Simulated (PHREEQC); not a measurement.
Brine: an equilibrium model

Solution (25 °C): 4.9 mol CaCl2 and 3.4 mol LiCl per kg of water. Closed to the air; pH follows from the charge balance.

The numbers come from PHREEQC with the Pitzer model, pitzer.dat.

| Property | Value |
|---|---|
| ionic strength | 18.1 mol/kgw |
| activity of water | 0.284 |
| density | 1.367 g/cm³ |
| osmotic coefficient | 3.246 |

```
species  molality  activity   log γ
-------  --------  --------  ------
Cl-          13.2      13.3   0.004
Ca+2         4.90      1000   4.101
Li+          3.40      1000   2.672
OH-       2.47e-7  2.08e-11  -4.074
H+        2.47e-7  0.000138   2.749
```

No solid was allowed to form. Complexes and solids missing from the database can't appear.
